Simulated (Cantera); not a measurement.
A Cantera script and what it prints.

```python
import numpy as np
import cantera as ct

gas_names = """
    H HO2 H2 H2O H2O2 Hg O OH O2 O3
""".split()
cond_names = """
    H2O(s) H2O(L) Hg(cr) Hg(L) HgO(s)
""".split()


# ... load() reads the species with a 1 bar reference pressure and builds the phases ...
atoms = {
    'HgO': {'Hg': 1, 'O': 1},
    'H2': {'H': 2},
}
top_T = {}  # K; cautious upper limits of use, not melting points


# ... equilibrate(T, P, feed) seeds the gas with the atoms and calls Mixture.equilibrate('TP', solver="vcs", rtol=1e-11, max_steps=5000) ...
results = []
T = 848  # K
P = 100000  # Pa
for m in [0.25, 0.66, 1.1, 1.5, 1.9, 2.3, 2.7, 3.1, 3.5, 3.9, 4.3, 4.7]:
    feed = {'HgO': 1, 'H2': m}  # mol
    mix = equilibrate(T, P, feed)
    results.append((T, P, feed, dict(zip(mix.species_names, mix.species_moles))))

top = {s: max(r[3][s] / sum(r[3][g] for g in gas_names) for r in results) for s in gas_names}
cols = sorted((s for s in top if top[s] > 0.0001), key=lambda s: -top[s])[:9]
seen = [c for c in cond_names if any(r[3].get(c, 0) > 1e-12 for r in results)]
print("log10 of partial pressures in bar; condensed amounts in mol")
print(f"{'n(H2)':>10s}" + "".join(f"{s[:9]:>10s}" for s in cols + seen))
for T, P, feed, n in results:
    ng = sum(n[g] for g in gas_names)
    print(f"{feed['H2']:10.4g}" + "".join(f"{np.log10(max(n[s] / ng * P / 1e5, 1e-99)):10.3f}" for s in cols)
          + "".join(f"{n.get(c, 0):10.4g}" for c in seen))
```

It prints:

```
log10 of partial pressures in bar; condensed amounts in mol
     n(H2)        H2        Hg       H2O        O2
      0.25   -12.869    -0.211    -0.813    -0.637
      0.66   -12.301    -0.262    -0.443    -1.032
       1.1    -1.322    -0.322    -0.322   -22.748
       1.5    -0.699    -0.398    -0.398   -24.146
       1.9    -0.508    -0.462    -0.462   -24.657
       2.3    -0.405    -0.519    -0.519   -24.976
       2.7    -0.338    -0.568    -0.568   -25.209
       3.1    -0.291    -0.613    -0.613   -25.393
       3.5    -0.255    -0.653    -0.653   -25.544
       3.9    -0.228    -0.690    -0.690   -25.673
       4.3    -0.206    -0.724    -0.724   -25.785
       4.7    -0.188    -0.756    -0.756   -25.885
```

These are equilibrium values from Cantera (NASA tables, ideal gas, pure condensed phases), not measurements of a reactor.
